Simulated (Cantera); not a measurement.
Feed: 1 mol Ca(OH)2, 0.84 mol H2O, 0.026 mol H2, held at 1748 K and 37.0 Pa.

Equilibrium computed with Cantera from the NASA thermochemical tables; the gas is ideal and each condensed phase is pure. Equilibrium is a limit: real reactors are often held back by kinetics, nucleation or transport.

| species | before | after |
|---|---|---|
| H2O | 0.965 | 0.628 |
| H2 | 0.0244 | 0.134 |
| H | 0.00185 | 0.0929 |
| O | 0.000257 | 0.0284 |
| OH | 0.00428 | 0.0585 |
| O2 | 0.00453 | 0.0562 |
| Ca | 7.20e-8 | 0.000851 |
| CaO | 8.55e-9 | 5.93e-5 |
| CaOH | 8.76e-7 | 0.000572 |
| Ca(OH)2 | 1.03e-5 | 0.000223 |
| CaO(s), mol | 1.000 | 0.996 |
Gas species are given as mole fractions.

**Question.** Which change was made?
A. temperature from 1748 K to 573 K
B. temperature from 1748 K to 1073.15 K
C. temperature from 1748 K to 2175 K
D. pressure from 37.0 Pa to 13300 Pa

**Answer.** C, temperature from 1748 K to 2175 K
